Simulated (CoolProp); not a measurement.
Vapour-liquid equilibrium of n-hexane (1) + n-decane (2) at 32.4 kPa; x and y are mole fractions of (1).

Computed with CoolProp (multi-fluid Helmholtz-energy mixture model, Thol 2019 and Lemmon 2006; pair parameters Kunz 2012).

Task: Give the bubble temperature and the first vapour's composition at x = 0.35, 0.65, 0.95. Is there an azeotrope?

Result: x = 0.35: 339.3 K, y = 0.956; x = 0.65: 321.1 K, y = 0.991; x = 0.95: 310.9 K, y = 0.999. No azeotrope shows between x = 0.05 and 0.95.

The pair parameters rest on a limited set of measurements; away from them the model extrapolates.
